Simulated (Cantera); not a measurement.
Cantera run:

```python
import numpy as np
import cantera as ct

gas_names = """
    CO Ca H2 C2H6
""".split()
cond_names = """
    CaO(s) CaO(L)
""".split()


def load(file, names, dense=False):
    # The tables refer to 1 bar. Condensed volumes are neglected.
    table = {s.name: s for s in ct.Species.list_from_file(file)}
    out = []
    for n in names:
        d = dict(table[n].input_data)
        d["thermo"] = dict(d["thermo"], **{"reference-pressure": 1e5})
        if dense:
            d["equation-of-state"] = {"model": "constant-volume", "density": "1e6 g/cm^3"}
        out.append(ct.Species.from_dict(d))
    return out


species = {s.name: s for s in load("nasa_gas.yaml", gas_names) + load("nasa_condensed.yaml", cond_names)}
# Each term lists the table entries of one substance; the one whose range holds T is used.
reactions = {
    '2 CO(g) + 2 Ca(g) + 3 H2(g) = C2H6(g) + 2 CaO':
        [(-2, ['CO']), (-2, ['Ca']), (-3, ['H2']), (1, ['C2H6']), (2, ['CaO(s)', 'CaO(L)'])],
}


def pick(names, T):
    return next(species[n] for n in names if species[n].thermo.min_temp <= T <= species[n].thermo.max_temp)


results = []
for label, terms in reactions.items():
    print(label)
    print("     T/K   dH/kJ  dS/(J/K)   dG/kJ   log10 K")
    for T in [300, 648, 748, 848, 948, 1048, 1148]:
        used = [(nu, pick(names, T)) for nu, names in terms]
        dH = sum(nu * s.thermo.h(T) for nu, s in used) / 1e6
        dS = sum(nu * s.thermo.s(T) for nu, s in used) / 1e3
        dG = dH - T * dS / 1e3
        logK = -dG * 1e6 / (ct.gas_constant * T * np.log(10))
        results.append((label, T, dH, dS, dG, logK, [s.name for _, s in used]))
        print(f"{T:8g} {dH:8.1f} {dS:8.1f} {dG:8.1f} {logK:8.2f}")
```

Result:

```
2 CO(g) + 2 Ca(g) + 3 H2(g) = C2H6(g) + 2 CaO
     T/K   dH/kJ  dS/(J/K)   dG/kJ   log10 K
     300  -1488.7   -791.7  -1251.1   217.84
     648  -1495.2   -809.0   -971.0    78.27
     748  -1494.2   -807.5   -890.2    62.16
     848  -1492.3   -805.2   -809.5    49.86
     948  -1489.9   -802.5   -729.1    40.17
    1048  -1486.7   -799.3   -649.0    32.35
    1148  -1483.2   -796.1   -569.3    25.90
```

Cantera with NASA thermochemical tables; ideal gases at 1 bar, condensed phases pure. Condensed species are held in their standard states even where they would react or evaporate.
